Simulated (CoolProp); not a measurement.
CH3F (R41) along the isobar 1.01 bar: Z from the reference equation and from simpler models built on Tc = 44.1 °C, pc = 59.06 bar, ω = 0.200; each cubic takes its own stable root.

The numbers come from the reference Helmholtz-energy equation of state, Lemmon 2006 in CoolProp. It is a short technical equation, of lower accuracy than the large ones.

```tsv
T (°C)	phase	reference
-119.25	liquid	0.002793
-113.55	liquid	0.002724
-107.85	liquid	0.002660
-102.15	liquid	0.002602
-96.45	liquid	0.002549
-90.85	liquid	0.002501
-85.15	liquid	0.002456
-79.45	liquid	0.002416
-73.75	gas	0.9618
-68.05	gas	0.9663
```

Task: How far does each simpler model (Redlich-Kwong, Soave-Redlich-Kwong, Peng-Robinson) lie from the reference over these 10 states: mean and median of the absolute difference, and the worst?

Result: 
- Redlich-Kwong: mean 8010.3 %, median 28.5 %, worst +40334.6 % at -79.45 °C and 1.01 bar
- Soave-Redlich-Kwong: mean 21.4 %, median 26.2 %, worst +26.9 % at -119.25 °C and 1.01 bar
- Peng-Robinson: mean 10.0 %, median 11.9 %, worst +12.8 % at -119.25 °C and 1.01 bar

At some of these states Redlich-Kwong gives the other phase, because its saturation line lies elsewhere.
